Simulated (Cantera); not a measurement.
# Adiabatic ignition

An adiabatic, constant-volume homogeneous reactor starts with H2 : O2 : N2 = 1 : 0.385 : 1.45 (molar parts), at 1148 K and 1.00 bar.

Cantera simulation using GRI-Mech 3.0 (53 species, 325 reactions); the numbers are that mechanism's predictions, not measurements.

| t (s) | T (K) | P (bar) | x H2 | x O2 | x H2O | x N2O | x NO | x HO2 | x H2O2 |
|---|---|---|---|---|---|---|---|---|---|
| 8.00e-6 | 1148 | 1.00 | 0.353 | 0.136 | 2.26e-8 | <1e-12 | <1e-12 | 1.44e-8 | 6.44e-11 |
| 2.48e-5 | 1148 | 1.00 | 0.353 | 0.136 | 2.50e-6 | <1e-12 | <1e-12 | 5.53e-7 | 3.17e-9 |
| 7.67e-5 | 2503 | 2.02 | 0.103 | 0.0104 | 0.233 | 7.92e-8 | 7.47e-5 | 6.94e-6 | 3.74e-7 |
| 0.000237 | 2955 | 2.31 | 0.103 | 0.00425 | 0.264 | 3.20e-7 | 0.00232 | 4.19e-6 | 4.23e-7 |
| 0.000734 | 2947 | 2.30 | 0.104 | 0.00392 | 0.263 | 3.70e-7 | 0.00493 | 3.87e-6 | 4.00e-7 |
| 0.00227 | 2947 | 2.30 | 0.104 | 0.00389 | 0.263 | 3.77e-7 | 0.00518 | 3.85e-6 | 3.97e-7 |
| 0.00704 | 2947 | 2.30 | 0.104 | 0.00389 | 0.263 | 3.77e-7 | 0.00518 | 3.85e-6 | 3.97e-7 |
| 0.0218 | 2947 | 2.30 | 0.104 | 0.00389 | 0.263 | 3.77e-7 | 0.00518 | 3.85e-6 | 3.97e-7 |
| 0.0674 | 2947 | 2.30 | 0.104 | 0.00389 | 0.263 | 3.77e-7 | 0.00518 | 3.85e-6 | 3.97e-7 |
| 0.209 | 2947 | 2.30 | 0.104 | 0.00389 | 0.263 | 3.77e-7 | 0.00518 | 3.85e-6 | 3.97e-7 |
| 0.646 | 2947 | 2.30 | 0.104 | 0.00389 | 0.263 | 3.77e-7 | 0.00518 | 3.85e-6 | 3.97e-7 |
| 2.00 | 2947 | 2.30 | 0.104 | 0.00389 | 0.263 | 3.77e-7 | 0.00518 | 3.85e-6 | 3.97e-7 |
x: mole fraction; the columns are a selection and need not sum to one.

```
Item                                                                Result
---------------------------------  ---------------------------------------
time of steepest temperature rise                                  63.0 µs
temperature at 2.00 s                                               2947 K
equilibrium temperature                                             2947 K
x(H2) at 2.00 s                        0.104 (gas-phase equilibrium 0.104)
x(O2) at 2.00 s                    0.00389 (gas-phase equilibrium 0.00389)
x(H2O) at 2.00 s                       0.263 (gas-phase equilibrium 0.263)
```
